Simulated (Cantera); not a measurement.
An isothermal, constant-pressure homogeneous reactor starts with CH4 : N2 = 1 : 3.2 (molar parts), at 1075 K and 0.0263 atm. Integrator tolerance rtol = 1e-08.

Computed with Cantera and GRI-Mech 3.0 (53 species, 325 reactions). GRI-Mech 3.0 stops at C3 and has no aromatics, soot or wall deposition, so with more carbon than oxygen in the feed, carbon stays in small species such as C2H2 where larger ones or solid carbon would form. Radical loss at walls, strong at low pressure, is not modelled.

### Question
What does this change do: temperature 1075 to 1850 K?

### Answer
```json
[
 {"quantity": "x(CH4) at 80.0 s", "before": "0.238 (gas-phase equilibrium 0.114)", "after": "4.66e-5 (gas-phase equilibrium 3.52e-5)"},
 {"quantity": "x(H2) at 80.0 s", "before": "1.11e-6 (gas-phase equilibrium 0.144)", "after": "0.287 (gas-phase equilibrium 0.287)"},
 {"quantity": "x(HCN) at 80.0 s", "before": "<1e-12 (gas-phase equilibrium 0.0367)", "after": "0.000211 (gas-phase equilibrium 0.101)"},
 {"quantity": "x(C2H6) at 80.0 s", "before": "8.86e-7 (gas-phase equilibrium 2.94e-5)", "after": "8.26e-11 (gas-phase equilibrium 4.42e-11)"},
 {"quantity": "x(C2H2) at 80.0 s", "before": "2.75e-10 (gas-phase equilibrium 0.0232)", "after": "0.0959 (gas-phase equilibrium 0.0453)"},
 {"quantity": "x(H) at 80.0 s", "before": "<1e-12 (gas-phase equilibrium 3.43e-8)", "after": "0.00178 (gas-phase equilibrium 0.00178)"},
 {"quantity": "x(C2H4) at 80.0 s", "before": "6.68e-8 (gas-phase equilibrium 0.00950)", "after": "1.22e-5 (gas-phase equilibrium 5.76e-6)"}
]
```

### Question
What does this change do: temperature 1075 to 1775 K?

### Answer
```json
[
 {"quantity": "x(CH4) at 80.0 s", "before": "0.238 (gas-phase equilibrium 0.114)", "after": "8.64e-5 (gas-phase equilibrium 6.20e-5)"},
 {"quantity": "x(H2) at 80.0 s", "before": "1.11e-6 (gas-phase equilibrium 0.144)", "after": "0.288 (gas-phase equilibrium 0.288)"},
 {"quantity": "x(HCN) at 80.0 s", "before": "<1e-12 (gas-phase equilibrium 0.0367)", "after": "5.79e-5 (gas-phase equilibrium 0.0986)"},
 {"quantity": "x(C2H6) at 80.0 s", "before": "8.86e-7 (gas-phase equilibrium 2.94e-5)", "after": "2.23e-10 (gas-phase equilibrium 1.13e-10)"},
 {"quantity": "x(C2H2) at 80.0 s", "before": "2.75e-10 (gas-phase equilibrium 0.0232)", "after": "0.0960 (gas-phase equilibrium 0.0468)"},
 {"quantity": "x(H) at 80.0 s", "before": "<1e-12 (gas-phase equilibrium 3.43e-8)", "after": "0.000958 (gas-phase equilibrium 0.000958)"},
 {"quantity": "x(C2H4) at 80.0 s", "before": "6.68e-8 (gas-phase equilibrium 0.00950)", "after": "2.04e-5 (gas-phase equilibrium 9.93e-6)"}
]
```
